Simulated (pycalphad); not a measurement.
All values are pycalphad results on the COST 507 light-alloy database (1999) (1 atm), not direct measurements. The database dates from 1999; later assessments differ in places, in temperatures and in the compounds included. Amounts are mole fractions of atoms. Diffusion is slow at the low end, where real alloys seldom reach equilibrium.

Q: Give the equilibrium state of Ti-21.3C (at.%) at 750 K.

A: 
```
T = 750.00 K, P = 101325 Pa, N = 1 mol of atoms
G = -72284 J/mol, H = -36917 J/mol, S = 47.16 J/(mol K)  (SER reference)
chemical potentials (J/mol): Ti -29534, C -230236
phase             fraction      x(Ti)       x(C)
FCC_A1              0.5872     0.6386     0.3614
HCP_A3              0.4128     0.9981     0.0019
```

Q: Give the equilibrium state of Ti-21.3C (at.%) at 2350 K.

A: FCC_A1, fraction 0.546, with 32.0 C at.%; LIQUID, fraction 0.454, with 8.5 C at.%.

FCC_A1 is fcc; HCP_A3 is hcp. The fcc model also describes the rock-salt carbide or nitride (TiC, TiN, HfC).
